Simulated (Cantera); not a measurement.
Charge: 1 mol V2O3, 28 mol H2, 8.6 mol N2, equilibrated at 1898.15 K and 0.585 Torr.

Cantera equilibrium calculation (NASA polynomials, part measured and part estimated; ideal gas, pure solids and liquids). Candidate condensed phases: H2O, V, VN, VO, V2O3, V2O4, V2O5; 28 gas species. Mutual solubility and eutectic melting of coexisting phases are not modelled. VO: taken at fixed stoichiometry. Condensed phases not in the tables: the oxides between V2O3 and V2O5 other than VO2. Equilibrium is a limit: real reactors are often held back by kinetics, nucleation or transport.

Base state: H2 0.726, N2 0.231, H 0.0239, H2O 0.0152, VO2 0.00322, VO 0.000471, OH 4.09e-5 (mole fractions); condensed: VO(s) + V2O3(s).

Task: What changes in the equilibrium state with this change: temperature from 1898.15 K to 1625 K?

Result: 
```csv
species,before,after
H2,0.726,0.758
N2,0.231,0.235
H2O,0.0152,0.00525
H,0.0239,0.00220
VO2,0.00322,1.27e-5
VO,0.000471,1.79e-6
OH,4.09e-5,6.42e-7
"VO(s), mol",1.23,0.385
"V2O3(s), mol",0.314,0.807
```
